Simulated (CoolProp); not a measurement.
Saturation properties of tetrahydrofuran (Tc = 267.0 °C, pc = 5.304 MPa, ω = 0.234).

Values from CoolProp's reference Helmholtz-energy equation of state, Fiedler 2023.

```json
[
 {"T (°C)": "23.75", "p (MPa)": "?", "liquid density (kg/m³)": "883.3", "liquid cp (kJ/(kg K))": "1.719"},
 {"T (°C)": "51.25", "p (MPa)": "0.06139", "liquid density (kg/m³)": "852.6", "liquid cp (kJ/(kg K))": "?"},
 {"T (°C)": "78.85", "p (MPa)": "0.1513", "liquid density (kg/m³)": "820.6", "liquid cp (kJ/(kg K))": "1.939"},
 {"T (°C)": "106.35", "p (MPa)": "0.3203", "liquid density (kg/m³)": "787.0", "liquid cp (kJ/(kg K))": "2.062"},
 {"T (°C)": "133.85", "p (MPa)": "0.6052", "liquid density (kg/m³)": "751.1", "liquid cp (kJ/(kg K))": "?"},
 {"T (°C)": "161.45", "p (MPa)": "1.050", "liquid density (kg/m³)": "?", "liquid cp (kJ/(kg K))": "2.350"},
 {"T (°C)": "188.95", "p (MPa)": "?", "liquid density (kg/m³)": "667.3", "liquid cp (kJ/(kg K))": "2.545"},
 {"T (°C)": "216.45", "p (MPa)": "2.609", "liquid density (kg/m³)": "613.7", "liquid cp (kJ/(kg K))": "2.854"}
]
```

Problem. Some entries are withheld; supply them.

Solution. 
- 23.75, p (MPa): 0.02047
- 51.25, liquid cp (kJ/(kg K)): 1.824
- 133.85, liquid cp (kJ/(kg K)): 2.196
- 161.45, liquid density (kg/m³): 711.7
- 188.95, p (MPa): 1.699

It boils at 65.9 °C under 1 atm.
